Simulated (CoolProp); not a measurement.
Model: reference Helmholtz-energy equation of state, Platzer 1990, in CoolProp. This equation is an older, rougher fit; its heat capacities, sound speeds and derivatives of the liquid may be far off and weren't checked against measurements.

### Question
Give the vapour pressure (MPa), enthalpy of vaporisation (kJ/kg), vapour Z, surface tension (mN/m) of saturated c-C4F8 (RC318) at 315.5, 351.8 K.

### Answer
```csv
T (K),p (MPa),enthalpy of vaporisation (kJ/kg),vapour Z,surface tension (mN/m)
315.5,0.526,95.9,0.853,6.26
351.8,1.30,73.0,0.707,2.65
```

Surface tension comes from a separate correlation (Mulero 2012).
